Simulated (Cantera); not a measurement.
## Ignition delay

Mixture: CO : H2 : O2 : N2 : CO2 = 1 : 0.41 : 1.14 : 4.28 : 0.42 (molar parts), at 3.70 bar, adiabatic and at constant pressure. Ignition delay is the time to a rise of 400 K.

Computed with Cantera and GRI-Mech 3.0 (53 species, 325 reactions). The hydrogen kinetics of GRI-Mech 3.0 are dated; newer H2 mechanisms differ, most at raised pressure. Where the delays flatten at high temperature, the 400 K rule measures the pace of heat release, not the induction time.

```csv
T0 (K),delay (ms)
975,10.4
1075,0.322
1175,0.0404
1275,0.0198
1375,0.0136
1475,0.0109
1575,0.00971
1675,0.00928
1775,0.00936
```
